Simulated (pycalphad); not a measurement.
All values are pycalphad results on the COST 507 light-alloy database (1999) (1 atm), not direct measurements. The database dates from 1999; later assessments differ in places, in temperatures and in the compounds included. Amounts are mole fractions of atoms.

### Question
Give the equilibrium state of Al-0.717Si-3.086Mn (wt.%) at 575 K.

### Answer
```
T = 575.00 K, P = 101325 Pa, N = 1 mol of atoms
G = -20464 J/mol, H = 5186 J/mol, S = 44.61 J/(mol K)  (SER reference)
chemical potentials (J/mol): Al -18841, Si -25665, Mn -121120
phase             fraction      x(Al)      x(Si)      x(Mn)
FCC_A1              0.9115     1.0000   4.17e-05   8.28e-06
ALMNSI_ALPHA        0.0885     0.7474     0.0787     0.1739
```

### Question
Give the equilibrium state of Al-0.717Si-3.086Mn (wt.%) at 950 K.

### Answer
LIQUID, fraction 0.995, with 0.70 Si, 2.9 Mn wt.%; ALMNSI_BETA, fraction 0.005, with 4.3 Si, 37.9 Mn wt.%.

Database names, with the compositions (at.%) that they take in these runs: ALMNSI_BETA: Al 72 Mn 23 Si 5; ALMNSI_ALPHA: Al 74 Mn 17 Si 8. FCC_A1 is fcc.
